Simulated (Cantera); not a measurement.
Input: 1 mol C2H5OH, 0.55 mol O2, 2.6 mol N2, equilibrated at 1648 K and 26.0 mbar.

Cantera equilibrium calculation (NASA polynomials, part measured and part estimated; ideal gas, pure solids and liquids). Candidate condensed phases: C, C6H6, C7H8, C8H18, H2O; 136 gas species. Rates play no part.

Base state: H2 0.384, N2 0.342, CO 0.261, H2O 0.0109, CO2 0.00230, H 0.000342 (mole fractions); condensed: gas only.

Q: What changes in the equilibrium state with this change: temperature from 1648 K to 1923 K?

A: 
```
species    before    after
-------  --------  -------
H2          0.384    0.381
N2          0.342    0.341
CO          0.261    0.261
H        0.000342  0.00361
H2O        0.0109   0.0113
CO2       0.00230  0.00180
```
